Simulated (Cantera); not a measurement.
A freely propagating, adiabatic, planar premixed flame of 29.1 % CO, 4.66 % H2, 1.72 % CH4, 13.5 % O2, 51.0 % N2, unburnt at 625 K and 4280 Torr; mixture-averaged transport, grid criteria slope 0.08 and curve 0.16, no radiation.

Cantera simulation using GRI-Mech 3.0 (53 species, 325 reactions); the numbers are that mechanism's predictions, not measurements. Burning velocities carry a grid error of a few per cent, more on coarse grids.

x: mole fraction of selected species; z is measured from the peak of heat release.

```json
[
 {"z (mm)": "-0.191", "T (K)": "625", "u (m/s)": "2.22", "x CO": "0.291", "x H2": "0.0465", "x CH4": "0.0172", "x CH3": "<1e-8", "x H2O2": "<1e-8", "x NO": "<1e-8"},
 {"z (mm)": "-0.127", "T (K)": "625", "u (m/s)": "2.22", "x CO": "0.291", "x H2": "0.0462", "x CH4": "0.0172", "x CH3": "<1e-8", "x H2O2": "1.27e-8", "x NO": "<1e-8"},
 {"z (mm)": "-0.0954", "T (K)": "625", "u (m/s)": "2.22", "x CO": "0.292", "x H2": "0.0454", "x CH4": "0.0172", "x CH3": "<1e-8", "x H2O2": "1.30e-7", "x NO": "<1e-8"},
 {"z (mm)": "-0.0636", "T (K)": "629", "u (m/s)": "2.23", "x CO": "0.292", "x H2": "0.0433", "x CH4": "0.0172", "x CH3": "8.09e-8", "x H2O2": "1.89e-6", "x NO": "<1e-8"},
 {"z (mm)": "-0.0318", "T (K)": "723", "u (m/s)": "2.55", "x CO": "0.292", "x H2": "0.0359", "x CH4": "0.0164", "x CH3": "9.54e-6", "x H2O2": "4.96e-5", "x NO": "9.86e-8"},
 {"z (mm)": "-0.0159", "T (K)": "[?]", "u (m/s)": "3.65", "x CO": "0.282", "x H2": "[?]", "x CH4": "[?]", "x CH3": "[?]", "x H2O2": "[?]", "x NO": "[?]"},
 {"z (mm)": "0", "T (K)": "1498", "u (m/s)": "5.19", "x CO": "0.259", "x H2": "0.0190", "x CH4": "0.00409", "x CH3": "0.000279", "x H2O2": "7.18e-6", "x NO": "4.00e-6"},
 {"z (mm)": "0.0159", "T (K)": "1781", "u (m/s)": "6.07", "x CO": "0.226", "x H2": "0.0121", "x CH4": "0.000319", "x CH3": "5.60e-5", "x H2O2": "1.56e-6", "x NO": "1.10e-5"},
 {"z (mm)": "0.0318", "T (K)": "1930", "u (m/s)": "6.48", "x CO": "0.198", "x H2": "0.0104", "x CH4": "1.13e-5", "x CH3": "3.09e-6", "x H2O2": "9.62e-7", "x NO": "2.00e-5"},
 {"z (mm)": "0.0636", "T (K)": "2091", "u (m/s)": "6.91", "x CO": "0.173", "x H2": "0.0111", "x CH4": "1.61e-8", "x CH3": "<1e-8", "x H2O2": "5.51e-7", "x NO": "3.62e-5"},
 {"z (mm)": "0.127", "T (K)": "2238", "u (m/s)": "7.31", "x CO": "0.161", "x H2": "0.0110", "x CH4": "<1e-8", "x CH3": "<1e-8", "x H2O2": "3.29e-7", "x NO": "5.86e-5"},
 {"z (mm)": "0.254", "T (K)": "2357", "u (m/s)": "7.64", "x CO": "0.154", "x H2": "0.0102", "x CH4": "<1e-8", "x CH3": "<1e-8", "x H2O2": "[?]", "x NO": "[?]"},
 {"z (mm)": "0.509", "T (K)": "2442", "u (m/s)": "7.87", "x CO": "0.149", "x H2": "0.00957", "x CH4": "<1e-8", "x CH3": "<1e-8", "x H2O2": "1.25e-7", "x NO": "0.000122"}
]
```

Q: Complete the blanks.

A: 
- -0.0159, T (K): 1045
- -0.0159, x H2: 0.0281
- -0.0159, x CH4: 0.0124
- -0.0159, x CH3: 0.000110
- -0.0159, x H2O2: 6.96e-5
- -0.0159, x NO: 8.84e-7
- 0.254, x H2O2: 2.05e-7
- 0.254, x NO: 8.69e-5
